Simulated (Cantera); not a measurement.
A Cantera script and what it prints.

```python
import numpy as np
import cantera as ct

gas_names = [...]  # 109 gases of nasa_gas.yaml made of C, Cl, H, Si
cond_names = """
    C(gr) C6H6(L) C7H8(L) C8H18(L),n-octa Si(cr) Si(L) SiC(b)
""".split()


# ... load() reads the species with a 1 bar reference pressure and builds the phases ...
atoms = {
    '(CH3)2SiCl2': {'C': 2, 'H': 6, 'Si': 1, 'CL': 2},
    'HCl': {'H': 1, 'CL': 1},
    'H2': {'H': 2},
}
top_T = {'C(gr)': 4500, 'SiC(b)': 3050}  # K; cautious upper limits of use, not melting points


# ... equilibrate(T, P, feed) seeds the gas with the atoms and calls Mixture.equilibrate('TP', solver="vcs", rtol=1e-11, max_steps=5000) ...
results = []
feed = {'(CH3)2SiCl2': 1, 'HCl': 0.018, 'H2': 420}  # mol
P = 13332.2  # Pa
for T in [1848, 1923, 1998, 2073, 2148, 2223, 2298, 2373, 2448, 2523]:
    mix = equilibrate(T, P, feed)
    results.append((T, P, feed, dict(zip(mix.species_names, mix.species_moles))))

top = {s: max(r[3][s] / sum(r[3][g] for g in gas_names) for r in results) for s in gas_names}
cols = sorted((s for s in top if top[s] > 1e-06), key=lambda s: -top[s])[:6]
seen = [c for c in cond_names if any(r[3].get(c, 0) > 1e-12 for r in results)]
print("log10 of partial pressures in bar; condensed amounts in mol")
print(f"{'T/K':>10s}" + "".join(f"{s[:9]:>10s}" for s in cols + seen))
for T, P, feed, n in results:
    ng = sum(n[g] for g in gas_names)
    print(f"{T:10.4g}" + "".join(f"{np.log10(max(n[s] / ng * P / 1e5, 1e-99)):10.3f}" for s in cols)
          + "".join(f"{n.get(c, 0):10.4g}" for c in seen))
```

It prints:

```
log10 of partial pressures in bar; condensed amounts in mol
       T/K        H2         H       HCL C2H2,acet        Si        CL     C(gr)    SiC(b)
      1848    -0.878    -3.715    -3.199    -4.467    -6.728    -6.154    0.7467    0.9977
      1923    -0.879    -3.465    -3.199    -4.224    -6.160    -5.910    0.5934    0.9946
      1998    -0.879    -3.234    -3.201    -4.000    -5.636    -5.683    0.3484     0.986
      2073    -0.881    -3.020    -3.202    -3.801    -5.145    -5.474         0    0.9622
      2148    -0.883    -2.821    -3.205    -3.769    -4.613    -5.279         0    0.8812
      2223    -0.886    -2.636    -3.209    -3.699    -4.139    -5.099         0    0.6581
      2298    -0.890    -2.464    -3.216    -3.572    -3.727    -4.932         0    0.1208
      2373    -0.896    -2.303    -3.221    -3.545    -3.638    -4.774         0         0
      2448    -0.903    -2.152    -3.229    -3.545    -3.613    -4.627         0         0
      2523    -0.912    -2.012    -3.240    -3.548    -3.599    -4.491         0         0
```

Equilibrium computed with Cantera from the NASA thermochemical tables; the gas is ideal and each condensed phase is pure. The feed counts by its element totals alone. The tables' values for SiCl are old estimates; treat these amounts as uncertain. Gases not in the tables: Si2H6 and higher silanes.
